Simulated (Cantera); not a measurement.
# Ammonia decomposition in nitride growth gas

An isothermal, constant-pressure homogeneous reactor starts with 15.4 % NH₃, 84.6 % N₂, at 1675 K and 3900 Pa.

Model: the gas-phase N/H chemistry of the illustrative SiF4/NH3 mechanism in the Surface Chemkin manual (1991), integrated in Cantera. Walls and surfaces, which speed up NH3 decomposition in real reactors, are not modelled.

```tsv
t (s)	x NH₃	x NH₂	x H₂	x N₂	x H
1.00e-6	0.154	9.41e-10	2.96e-11	0.846	8.81e-10
9.38e-6	0.154	1.07e-8	2.16e-9	0.846	6.38e-9
8.80e-5	0.154	1.46e-7	6.63e-8	0.846	1.39e-8
0.000826	0.154	1.49e-6	7.38e-7	0.846	1.39e-8
0.00775	0.154	1.41e-5	7.28e-6	0.846	1.52e-8
0.0727	0.154	0.000116	0.000282	0.846	1.91e-7
0.682	0.147	0.000128	0.00903	0.844	3.32e-6
6.40	0.103	7.95e-5	0.0663	0.831	2.06e-5
60.0	0.0145	1.72e-5	0.181	0.804	8.58e-5
```
x: mole fraction; the columns are a selection and need not sum to one.

Equilibrium at this temperature and pressure: NH₃ 1.19e-7, NH₂ 3.94e-10, H₂ 0.200, N₂ 0.800, H 0.000265 (gas phase only).
